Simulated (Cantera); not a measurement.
A perfectly stirred reactor is fed with CO : O2 : H2O : N2 = 0.021 : 0.034 : 0.0077 : 1 (molar parts), equivalence ratio 0.31, at 93000 Pa; it is held at 1150 K, and followed from long to short residence time.

Computed with Cantera and GRI-Mech 3.0 (53 species, 325 reactions).

**Question.** What does this change do: 0.09 parts CH4 added?

**Answer.** 
| quantity | before | after |
|---|---|---|
| x(CO) at τ = 25.0 s | 5.32e-5 | 0.0303 |
| x(O2) at τ = 25.0 s | 0.0224 | 0.00382 |
| x(H2O) at τ = 25.0 s | 0.00731 | 0.0314 |
| x(H2) at τ = 25.0 s | 3.29e-7 | 0.0175 |
| x(OH) at τ = 25.0 s | 5.91e-6 | 1.23e-9 |
| x(CO) at τ = 49.0 ms | 0.00354 | 0.0182 |
| x(O2) at τ = 49.0 ms | 0.0240 | 0.0295 |
| x(H2O) at τ = 49.0 ms | 0.00725 | 0.00669 |
| x(H2) at τ = 49.0 ms | 2.95e-5 | 1.94e-6 |
| x(OH) at τ = 49.0 ms | 3.67e-5 | 1.56e-10 |
The temperature is held fixed by assumption; the heat of reaction is taken as removed at once.
